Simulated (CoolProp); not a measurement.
Properties of CHF3 (R23) along the isotherm 475 K.

Values from CoolProp's reference Helmholtz-energy equation of state, Penoncello 2003.

```csv
p (kPa),phase,Z,Prandtl number
1510,gas,0.9812,0.911
3020,gas,0.9631,0.889
4530,gas,0.9460,0.875
6040,supercritical,0.9299,0.868
7550,supercritical,0.9152,0.866
9060,supercritical,0.9020,0.869
10600,supercritical,0.8903,0.875
12100,supercritical,0.8808,0.885
13600,supercritical,0.8733,0.897
15100,supercritical,0.8681,0.911
16600,supercritical,0.8651,0.925
18100,supercritical,0.8642,0.941
19600,supercritical,0.8655,0.957
21100,supercritical,0.8686,0.973
22600,supercritical,0.8736,0.989
24200,supercritical,0.8806,1.01
```

Viscosity comes from a separate model (Shan 2000). Thermal conductivity comes from a separate model (Shan 2000).
